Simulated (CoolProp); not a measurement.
Vapour-liquid equilibrium of R227EA (1) + isobutene (2) at 7.94 bar; x and y are mole fractions of (1).

Computed with CoolProp (multi-fluid Helmholtz-energy mixture model, Lemmon 2016 and Lemmon 2005; pair parameters Bell 2016).

```
x     bubble temperature (K)  y at the bubble point  dew temperature at overall composition x (K)  liquid density (mol/L)
----  ----------------------  ---------------------  --------------------------------------------  ----------------------
0.05                   329.1                  0.132                                         332.1                   9.555
0.15                     [?]                    [?]                                         328.5                   9.352
0.25                   319.6                  0.405                                         324.8                   9.114
0.35                   317.5                  0.479                                         321.3                   8.872
0.45                   316.2                    [?]                                           [?]                     [?]
0.55                   315.4                  0.599                                         316.0                     [?]
0.65                   315.0                  0.662                                         315.0                   8.234
0.75                   315.0                  0.735                                         315.1                     [?]
0.85                     [?]                  0.824                                         315.8                   7.887
0.95                   316.8                  0.934                                         317.0                   7.723
```

Question: What belongs in the gaps?

Answer: 
- 0.15, bubble temperature (K): 323.0
- 0.15, y at the bubble point: 0.301
- 0.45, y at the bubble point: 0.540
- 0.45, dew temperature at overall composition x (K): 318.2
- 0.45, liquid density (mol/L): 8.641
- 0.55, liquid density (mol/L): 8.428
- 0.75, liquid density (mol/L): 8.056
- 0.85, bubble temperature (K): 315.6

y crosses x between x = 0.65 and 0.75: the model has an azeotrope there.

The pair parameters rest on a limited set of measurements; away from them the model extrapolates.
